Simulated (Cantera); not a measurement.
Input (Python, Cantera) and output of one run.

```python
import numpy as np
import cantera as ct

gas_names = """
    CL CL2 H HCL H2 Si SiCL SiCL2 SiCL3 SiCL4 SiH SiHCL3 SiH2 SiH2CL2 SiH3 SiH3CL SiH4 Si2 Si3
""".split()
cond_names = """
    Si(cr) Si(L)
""".split()


# ... load() reads the species with a 1 bar reference pressure and builds the phases ...
atoms = {
    'SiCl4': {'Si': 1, 'CL': 4},
    'HCl': {'H': 1, 'CL': 1},
    'H2': {'H': 2},
}
top_T = {}  # K; cautious upper limits of use, not melting points


# ... equilibrate(T, P, feed) seeds the gas with the atoms and calls Mixture.equilibrate('TP', solver="vcs", rtol=1e-11, max_steps=5000) ...
results = []
feed = {'SiCl4': 1, 'HCl': 1.4, 'H2': 81}  # mol
P = 133.322  # Pa
for T in [875, 950, 1025, 1100, 1175, 1250, 1325, 1400, 1475, 1550, 1625]:
    mix = equilibrate(T, P, feed)
    results.append((T, P, feed, dict(zip(mix.species_names, mix.species_moles))))

top = {s: max(r[3][s] / sum(r[3][g] for g in gas_names) for r in results) for s in gas_names}
cols = sorted((s for s in top if top[s] > 1e-06), key=lambda s: -top[s])[:9]
seen = [c for c in cond_names if any(r[3].get(c, 0) > 1e-12 for r in results)]
print("log10 of partial pressures in bar; condensed amounts in mol")
print(f"{'T/K':>10s}" + "".join(f"{s[:9]:>10s}" for s in cols + seen))
for T, P, feed, n in results:
    ng = sum(n[g] for g in gas_names)
    print(f"{T:10.4g}" + "".join(f"{np.log10(max(n[s] / ng * P / 1e5, 1e-99)):10.3f}" for s in cols)
          + "".join(f"{n.get(c, 0):10.4g}" for c in seen))
```

It prints:

```
log10 of partial pressures in bar; condensed amounts in mol
       T/K        H2       HCL     SiCL4     SiCL2         H    SiHCL3     SiCL3        Si        CL    Si(cr)
       875    -2.888    -4.614    -4.850    -7.185   -11.744    -5.784    -6.899   -20.046   -13.474         0
       950    -2.890    -4.540    -4.935    -6.006   -10.700    -5.624    -6.232   -16.983   -12.371    0.0226
      1025    -2.895    -4.326    -5.204    -5.505    -9.808    -5.838    -6.014   -15.181   -11.275    0.2553
      1100    -2.899    -4.213    -5.721    -5.218    -9.037    -6.238    -6.041   -13.626   -10.399    0.4021
      1175    -2.900    -4.181    -6.439    -5.103    -8.362    -6.786    -6.266   -12.271    -9.701    0.4324
      1250    -2.900    -4.178    -7.173    -5.054    -7.766    -7.344    -6.541   -11.081    -9.111    0.4161
      1325    -2.900    -4.182    -7.847    -5.025    -7.237    -7.856    -6.803   -10.025    -8.594    0.3903
      1400    -2.900    -4.186    -8.454    -5.003    -6.763    -8.318    -7.042    -9.085    -8.134     0.364
      1475    -2.900    -4.191    -9.000    -4.984    -6.337    -8.733    -7.258    -8.240    -7.720    0.3389
      1550    -2.900    -4.196    -9.494    -4.970    -5.952    -9.109    -7.454    -7.479    -7.346     0.314
      1625    -2.901    -4.201    -9.943    -4.957    -5.602    -9.450    -7.633    -6.788    -7.006    0.2829
```

Equilibrium computed with Cantera from the NASA thermochemical tables; the gas is ideal and each condensed phase is pure. The tables' values for SiCl3, SiCl are old estimates; treat these amounts as uncertain.
